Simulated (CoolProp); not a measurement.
A simple Rankine cycle with n-heptane: condensing at 316.15 K, boiler at 1.87 MPa, turbine inlet 599 K, turbine efficiency 0.85, pump efficiency 0.8, no recuperator. Each further row changes one setting.

The numbers come from the reference Helmholtz-energy equation of state, Span 2003 in CoolProp. It is a short technical equation, of lower accuracy than the large ones.

```json
[
 {"case": "as stated", "thermal efficiency (%)": "18.3", "net work (kJ/kg)": "178", "heat in (kJ/kg)": "975", "turbine exit temperature (K)": "519.6", "volume ratio over the turbine": "141"},
 {"case": "condensing temperature 308.15 K", "thermal efficiency (%)": "19.2", "net work (kJ/kg)": "191", "heat in (kJ/kg)": "994", "turbine exit temperature (K)": "514.7", "volume ratio over the turbine": "199"},
 {"case": "boiler pressure 1.31 MPa", "thermal efficiency (%)": "17.2", "net work (kJ/kg)": "170", "heat in (kJ/kg)": "988", "turbine exit temperature (K)": "527.8", "volume ratio over the turbine": "93.5"},
 {"case": "turbine efficiency 0.75", "thermal efficiency (%)": "16.1", "net work (kJ/kg)": "157", "heat in (kJ/kg)": "975", "turbine exit temperature (K)": "527.8", "volume ratio over the turbine": "143"}
]
```
